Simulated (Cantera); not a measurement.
Input (Python, Cantera):

```python
import numpy as np
import cantera as ct

gas = ct.Solution("gri30.yaml")
gas.TPX = 1775, 36000, {'CH4': 1, 'H2O': 0.34}
reactor = ct.IdealGasConstPressureReactor(gas, energy="off", clone=False)
net = ct.ReactorNet([reactor])
net.rtol, net.atol = 1e-08, 1e-18
show = ['CH4', 'H2O', 'C2H6', 'HCO', 'CH2', 'C2H', 'HO2']
times = np.geomspace(0.0002, 90, 11)

steps = ct.SolutionArray(gas, extra=["t"])
rows = []
print(f"{'t/s':>10s}{'T/K':>9s}{'P/Pa':>11s}" + "".join(f"{s:>11s}" for s in show))
for t in times:
    while net.time < t:
        t_next = net.step()
        steps.append(gas.state, t=t_next)
    rows.append([np.interp(t, steps.t, y) for y in (steps.T, steps.P, *steps(*show).X.T)])
    print(f"{t:10.3e}{rows[-1][0]:9.1f}{rows[-1][1]:11.4g}" + "".join(f"{x:11.3e}" for x in rows[-1][2:]))
rate = np.gradient(steps.T, steps.t)
print("integrator steps:", len(steps.t))
if steps.T.max() > steps.T[0] + 200:
    print(f"time of steepest temperature rise: {steps.t[rate.argmax()]:.4e} s")
gas.TPX = 1775, 36000, {'CH4': 1, 'H2O': 0.34}
gas.equilibrate("TP")
print(f"equilibrium (TP): T = {gas.T:.1f} K  " + "  ".join(f"{s} {gas[s].X[0]:.3e}" for s in show))
```

Result:

```
       t/s      T/K       P/Pa        CH4        H2O       C2H6        HCO        CH2        C2H        HO2
 2.000e-04   1775.0    3.6e+04  7.205e-01  2.516e-01  1.921e-03  2.389e-08  1.800e-06  1.303e-09  5.719e-14
 7.351e-04   1775.0    3.6e+04  5.780e-01  2.345e-01  2.825e-03  6.707e-08  2.763e-06  1.002e-07  1.308e-13
 2.702e-03   1775.0    3.6e+04  3.328e-01  1.945e-01  7.322e-04  2.981e-08  1.528e-06  4.329e-07  1.022e-13
 9.931e-03   1775.0    3.6e+04  1.438e-01  1.618e-01  1.397e-04  1.354e-08  8.986e-07  6.956e-07  9.358e-14
 3.650e-02   1775.0    3.6e+04  4.782e-02  1.340e-01  1.787e-05  6.434e-09  5.175e-07  8.669e-07  1.001e-13
 1.342e-01   1775.0    3.6e+04  2.218e-02  9.198e-02  4.056e-06  6.310e-09  3.003e-07  8.183e-07  5.577e-14
 4.931e-01   1775.0    3.6e+04  1.353e-02  3.465e-02  1.466e-06  9.557e-09  1.403e-07  6.342e-07  7.715e-15
 1.813e+00   1775.0    3.6e+04  6.560e-03  2.502e-03  4.352e-07  1.200e-08  4.906e-08  5.380e-07  3.980e-17
 6.662e+00   1775.0    3.6e+04  5.592e-03  6.780e-07  3.539e-07  1.222e-08  3.942e-08  5.314e-07  3.181e-24
 2.449e+01   1775.0    3.6e+04  5.592e-03  3.240e-07  3.539e-07  1.222e-08  3.942e-08  5.314e-07  7.933e-25
 9.000e+01   1775.0    3.6e+04  5.592e-03  3.240e-07  3.539e-07  1.222e-08  3.942e-08  5.314e-07  7.933e-25
integrator steps: 1865
equilibrium (TP): T = 1775.0 K  CH4 5.592e-03  H2O 3.249e-07  C2H6 3.539e-07  HCO 1.222e-08  CH2 3.942e-08  C2H 5.314e-07  HO2 7.975e-25
```

Cantera simulation using GRI-Mech 3.0 (53 species, 325 reactions); the numbers are that mechanism's predictions, not measurements. GRI-Mech 3.0 stops at C3 and has no aromatics, soot or wall deposition, so with more carbon than oxygen in the feed, carbon stays in small species such as C2H2 where larger ones or solid carbon would form.
